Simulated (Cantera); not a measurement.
Equilibrium for titanium nitride, carbide and oxide coatings: Ti(OiPr)4 + H2O + H2

Feed: 1 mol Ti(OiPr)4, 16 mol H2O, 1.2 mol H2, equilibrated at 13300 Pa.

These are equilibrium values from Cantera (NASA tables, ideal gas, pure condensed phases), not measurements of a reactor. Candidate condensed phases: C, C6H6, C7H8, C8H18, H2O, Ti, TiC, TiO, TiO2, Ti2O3, Ti3O5, Ti4O7; 113 gas species. The feed counts by its element totals alone. Mutual solubility and eutectic melting of coexisting phases are not modelled. Condensed phases not in the tables: Magnéli phases beyond Ti4O7. Gases not in the tables: TiO(OH)2. Rates play no part.

```csv
T (°C),x H2,x CO,x H2O,x CO2,x H,x OH,n TiO2(rutile),n Ti4O7(s),n Ti4O7(l)
1075,0.608,0.253,0.114,0.0244,4.94e-6,1.50e-8,1.00,0,0
1125,0.606,0.255,0.116,0.0226,1.01e-5,3.82e-8,1.00,0,0
1175,0.604,0.257,0.118,0.0211,1.96e-5,9.10e-8,1.00,0,0
1225,0.603,0.258,0.119,0.0198,3.65e-5,2.05e-7,1.00,0,0
1275,0.602,0.259,0.120,0.0186,6.54e-5,4.37e-7,1.00,0,0
1325,0.601,0.260,0.121,0.0175,0.000113,8.88e-7,1.00,0,0
1375,0.600,0.261,0.122,0.0166,0.000189,1.73e-6,1.00,0,0
1425,0.599,0.262,0.123,0.0158,0.000306,3.24e-6,1.00,0,0
1475,0.598,0.263,0.124,0.0151,0.000484,5.84e-6,1.00,0,0
1525,0.597,0.263,0.124,0.0144,0.000745,1.02e-5,1.000,0,0
1575,0.596,0.264,0.125,0.0138,0.00112,1.73e-5,1.000,0,0
1625,0.595,0.264,0.125,0.0133,0.00165,2.85e-5,1.000,0,0
1675,0.593,0.265,0.127,0.0129,0.00238,4.62e-5,0.778,0.0556,0
1725,0.588,0.264,0.131,0.0129,0.00337,7.49e-5,0,0,0.250
```
x: gas mole fraction; n: condensed amount in mol.

From 1075 °C to 1625 °C the condensed part is TiO2(rutile). At 1675 °C the condensed part is TiO2(rutile) + Ti4O7(s). At 1725 °C the condensed part is Ti4O7(l).
